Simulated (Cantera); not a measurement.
A closed system holds: 1 mol HMDSO, a varied amount of O₃, 0.63 mol H₂, held at 2098.15 K and 2.10 mbar.

Method: chemical equilibrium by Gibbs-energy minimisation in Cantera with the NASA 1993 tables (ideal gas, pure condensed phases). Candidate condensed phases: C, C₆H₆, C₇H₈, C₈H₁₈, H₂O, Si, SiC, SiO₂; 123 gas species. The feed counts by its element totals alone. The tables hold silica as quartz up to 1696 K and as liquid above; real silica turns to tridymite and cristobalite and melts near 1996 K. Gases not in the tables: Si₂H₆ and higher silanes. Equilibrium is a limit: real reactors are often held back by kinetics, nucleation or transport.

Problem. Which condensed phases are stable at each of these points (n(O₃) (mol)): 1.2, 2, 2.9, 3.8, 4.6, 5.5, 6.3, 7.2?

Solution. 
```csv
n(O₃) (mol),condensed phases,Si condensed (%)
1.2,SiC(s),80.4
2,SiC(s),14.1
2.9,gas only,0.0
3.8,gas only,0.0
4.6,SiO₂(l),1.9
5.5,SiO₂(l),45.0
6.3,SiO₂(l),69.4
7.2,SiO₂(l),85.3
```

From 1.2 mol O₃ to 2 mol O₃ the condensed part is SiC(s). From 2.9 mol O₃ to 3.8 mol O₃ nothing is condensed. From 4.6 mol O₃ to 7.2 mol O₃ the condensed part is SiO₂(l).
